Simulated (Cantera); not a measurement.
## Premixed flame

A freely propagating, adiabatic, planar premixed flame of H₂ : O₂ : N₂ = 1 : 0.417 : 1.96 (molar parts), unburnt at 375 K and 2.66 atm; mixture-averaged transport, grid criteria slope 0.08 and curve 0.16, no radiation.

Computed with Cantera and the H2/O2 subset of GRI-Mech 3.0, which has no nitrogen chemistry. The hydrogen kinetics of GRI-Mech 3.0 are dated; newer H2 mechanisms differ, most at raised pressure. Burning velocities carry a grid error of a few per cent, more on coarse grids.

```
z (mm)   T (K)  u (m/s)    x H₂     x O₂      x OH    x H₂O₂      x H       x O
-------  -----  -------  ------  -------  --------  --------  -------  --------
-0.325     375     2.91   0.296    0.123     <1e-8     <1e-8    <1e-8     <1e-8
-0.217     375     2.91   0.296    0.123     <1e-8     <1e-8    <1e-8     <1e-8
-0.163     375     2.91   0.296    0.124     <1e-8     <1e-8    <1e-8     <1e-8
-0.108     376     2.91   0.295    0.124     <1e-8   9.00e-8    <1e-8   2.55e-8
-0.0542    410     3.12   0.280    0.126   8.19e-6   1.64e-5  1.46e-6   1.93e-6
-0.0271    677     4.97   0.239    0.121  0.000807  0.000112  0.00125  0.000121
0         1127     8.03   0.173   0.0935   0.00175   3.81e-5   0.0121   0.00151
0.0271    1455     10.3   0.109   0.0519   0.00435   5.80e-6   0.0271   0.00410
0.0542    1638     11.5  0.0733   0.0248   0.00697   3.01e-6   0.0336   0.00481
0.108     1809     12.6  0.0570  0.00979   0.00912   1.58e-6   0.0303   0.00407
0.217     1952     13.5  0.0548  0.00559   0.00903   8.11e-7   0.0212   0.00263
0.434     2067     14.2  0.0533  0.00314   0.00755   4.40e-7   0.0135   0.00139
0.867     2147     14.6  0.0517  0.00149   0.00552   2.45e-7  0.00815  0.000618
```
x: mole fraction of selected species; z is measured from the peak of heat release.

The laminar burning velocity comes out as 291 cm/s and the thermal thickness is 0.108 mm. The peak x(OH) comes out as 0.00932. The peak x(H₂O₂) is 0.000112. The peak x(H) comes out as 0.0339 and the peak x(O) comes out as 0.00482.
